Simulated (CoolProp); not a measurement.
Ammonia along the isotherm 455.4 K: Z from the reference equation and from simpler models built on Tc = 405.6 K, pc = 11.36 MPa, ω = 0.256; each cubic takes its own stable root.

Computed with CoolProp (reference Helmholtz-energy equation of state, Gao 2020).

```
p (MPa)          phase  reference
-------  -------------  ---------
10                 gas     0.7576
20       supercritical     0.4599
30       supercritical     0.4036
40       supercritical     0.4617
50       supercritical     0.5320
60       supercritical     0.6045
70       supercritical     0.6768
80       supercritical     0.7484
90       supercritical     0.8192
100      supercritical     0.8890
```

Task: How far does each simpler model (van der Waals, Soave-Redlich-Kwong, Peng-Robinson) lie from the reference over these 10 states: mean and median of the absolute difference, and the worst?

Result: 
- van der Waals: mean 38.7 %, median 48.5 %, worst +53.9 % at 455.4 K and 100 MPa
- Soave-Redlich-Kwong: mean 23.5 %, median 25.3 %, worst +30.9 % at 455.4 K and 30 MPa
- Peng-Robinson: mean 13.4 %, median 13.6 %, worst +20.8 % at 455.4 K and 30 MPa
